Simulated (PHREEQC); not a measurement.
Make-up at 87 °C: 0.1 mol ZnSO4, 0.87 mol NaCl and 0.0033 mol H2SO4 per kg of water. Closed to the air; pH follows from the charge balance.

Equilibrium calculation in PHREEQC: ion-association model, phreeqc.dat.

Problem. The ionic strength comes out as 0.987 mol/kgw. What activity coefficients do Zn+2, NaSO4-, ZnCl3-, ZnCl4-2, ZnCl+ get?

Solution. Zn+2 0.14, NaSO4- 0.62, ZnCl3- 0.57, ZnCl4-2 0.14, ZnCl+ 0.57.

Precipitation was switched off in this run. The ionic strength is past about 0.7 mol/kgw, beyond the range of this activity model, so the values are rough. At this temperature some constants are extrapolated from 25 °C, and those without enthalpy data are left unchanged.
